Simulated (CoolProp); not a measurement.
Ammonia at 589.77 K and 0.673 MPa flows at 0.3 m/s in a round tube of 25 mm bore and 0.25 µm roughness, fully developed (64/Re and Nu = 3.66 if laminar; Colebrook and Gnielinski if turbulent). Each further row changes one setting.

The numbers come from the reference Helmholtz-energy equation of state, Gao 2020 in CoolProp.

| case | Reynolds number | Darcy friction factor | pressure drop (Pa/m) | heat-transfer coefficient (W/(m² K)) | mass flow (kg/h) |
|---|---|---|---|---|---|
| as stated | ___ | 0.0774 | ___ | 9.88 | ___ |
| velocity 0.6 m/s | 1650 | 0.0387 | ___ | 9.88 | ___ |
| diameter 50 mm | 1650 | 0.0387 | ___ | 4.94 | ___ |

**Question.** Complete the blanks.

**Answer.** 
- as stated, Reynolds number: 827
- as stated, pressure drop (Pa/m): 0.327
- as stated, mass flow (kg/h): 1.25
- velocity 0.6 m/s, pressure drop (Pa/m): 0.655
- velocity 0.6 m/s, mass flow (kg/h): 2.49
- diameter 50 mm, pressure drop (Pa/m): 0.0819
- diameter 50 mm, mass flow (kg/h): 4.98

Viscosity comes from a separate model (Fenghour 1995). Thermal conductivity comes from a separate model (Tufeu 1984).
